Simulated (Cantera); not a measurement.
Predominance diagram of Ba at 1175 K against the partial pressures of O2 and F2 (log10, bar). Source: NASA polynomial tables (part measured, part estimated), evaluated in Cantera. Candidates: Ba(l), BaF2(s), BaO(s). Only these pure phases compete in this equilibrium. Not in the tables: the peroxide, oxide halides.

Problem. Which phase is stable at these pairs, and which metal-bearing vapour leads over it? (-5.5, -21.7); (-1.1, 1); (-7.6, -29.2); (-1.6, -14.1); (-6, -25.4); (-8.2, -2.8); (-12, -17.9)

Solution. 
| log p(O2) | log p(F2) | phase | chief vapour | log p (bar) |
|---|---|---|---|---|
| -5.5 | -21.7 | BaF2(s) | BaF2 | -8.0 |
| -1.1 | 1 | BaF2(s) | BaF2 | -8.0 |
| -7.6 | -29.2 | BaF2(s) | BaF2 | -8.0 |
| -1.6 | -14.1 | BaF2(s) | BaF2 | -8.0 |
| -6 | -25.4 | BaF2(s) | BaF2 | -8.0 |
| -8.2 | -2.8 | BaF2(s) | BaF2 | -8.0 |
| -12 | -17.9 | BaF2(s) | BaF2 | -8.0 |
